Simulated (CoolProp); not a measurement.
50 sccm (0 °C, 1 atm) of nitrogen bubbles through liquid n-heptane at 353.5 K and leaves saturated at a total pressure of 0.15 MPa (ideal gas phase). Each further row changes one setting.

Values from CoolProp's reference Helmholtz-energy equation of state, Span 2003. It is a short technical equation, of lower accuracy than the large ones.

| case | vapour pressure (kPa) | mole fraction of vapour | delivery (mg/min) | delivery (sccm) | change of delivery for a bath 1 K warmer (%) |
|---|---|---|---|---|---|
| as stated | 57.8 | 0.385 | (withheld) | 31.3 | (withheld) |
| bath temperature 358.5 K | 68.0 | 0.453 | (withheld) | (withheld) | (withheld) |
| total pressure 0.3 MPa | 57.8 | (withheld) | (withheld) | (withheld) | 4.2 |

Problem. Some entries are withheld; supply them.

Solution. 
- as stated, delivery (mg/min): 140
- as stated, change of delivery for a bath 1 K warmer (%): 5.6
- bath temperature 358.5 K, delivery (mg/min): 185
- bath temperature 358.5 K, delivery (sccm): 41.4
- bath temperature 358.5 K, change of delivery for a bath 1 K warmer (%): 6.1
- total pressure 0.3 MPa, mole fraction of vapour: 0.193
- total pressure 0.3 MPa, delivery (mg/min): 53.3
- total pressure 0.3 MPa, delivery (sccm): 11.9
